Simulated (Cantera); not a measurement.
Input: 1 mol acetone, 3.6 mol H2O, equilibrated at 1875 K.

These are equilibrium values from Cantera (NASA tables, ideal gas, pure condensed phases), not measurements of a reactor. Candidate condensed phases: C, C6H6, C7H8, C8H18, H2O; 110 gas species. The feed counts by its element totals alone. The numbers say what is thermodynamically allowed, not how fast it happens.

Problem. At 10.0 Pa, list the 4 most abundant gas species with their mole fractions, and the condensed phases.

Solution. H2 0.505, CO 0.286, H2O 0.142, H 0.0466. Condensed: gas only.
